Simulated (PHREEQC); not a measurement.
Dissolve 0.23 mol FeCl3, 0.0007 mol NiCl2 and 0.053 mol NaCl per kg of water at 25 °C. Closed to the air; pH follows from the charge balance.

Equilibrium calculation in PHREEQC: ion-association model, wateq4f.dat.

### Question
The ionic strength comes out as 0.786 mol/kgw. What activity coefficients do Fe(OH)2+, NiCl+, Na+, FeCl+2, FeCl2+ get?

### Answer
Fe(OH)2+ 0.67, NiCl+ 0.76, Na+ 0.71, FeCl+2 0.18, FeCl2+ 0.76.

This is a speciation only: nothing precipitates in the calculation. Examples of supersaturated solids here: Hematite (slow to form), Goethite (slow to form). Others may be too. Ionic strength above about 0.7 mol/kgw puts this run outside the model's range.
